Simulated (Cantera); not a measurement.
Mixture: H₂ : O₂ : N₂ = 1 : 0.238 : 0.895 (molar parts), equivalence ratio 2.1, at 33.6 atm, adiabatic and at constant pressure. Ignition delay is the time to a rise of 400 K.

Computed with Cantera and GRI-Mech 3.0 (53 species, 325 reactions). The hydrogen kinetics of GRI-Mech 3.0 are dated; newer H2 mechanisms differ, most at raised pressure. The pressure lies above the range GRI-Mech 3.0 was tuned for (to about 10 atm).

Q: What does this change do: constant volume in place of constant pressure?

A: 
```
quantity                                               before      after
--------------------------------------------------  ---------  ---------
delay at 1100 K                                      0.461 ms   0.425 ms
delay at 1300 K                                       17.2 µs    16.4 µs
delay at 1500 K                                      0.876 µs   0.840 µs
delay at 1700 K                                      0.282 µs   0.267 µs
apparent activation energy between 1600 and 1800 K  88 kJ/mol  90 kJ/mol
```

Q: What does this change do: pressure from 33.6 atm to 4.93 atm?

A: 
```json
[
 {"quantity": "delay at 1100 K", "before": "0.461 ms", "after": "0.441 ms"},
 {"quantity": "delay at 1300 K", "before": "17.2 µs", "after": "7.62 µs"},
 {"quantity": "delay at 1500 K", "before": "0.876 µs", "after": "3.12 µs"},
 {"quantity": "delay at 1700 K", "before": "0.282 µs", "after": "1.90 µs"}
]
```
Where the delays flatten at high temperature, the 400 K rule measures the pace of heat release, not the induction time.

Q: What does this change do: 0.0028 parts NO added?

A: 
```
quantity                                               before      after
--------------------------------------------------  ---------  ---------
delay at 1100 K                                      0.461 ms   0.154 ms
delay at 1300 K                                       17.2 µs    9.74 µs
delay at 1500 K                                      0.876 µs   0.824 µs
delay at 1700 K                                      0.282 µs   0.281 µs
apparent activation energy between 1600 and 1800 K  88 kJ/mol  87 kJ/mol
```
The mechanism lacks 2 NO + O2 → 2 NO2 and HONO, so NO2 and the effect of NO are under-described below about 1400 K.
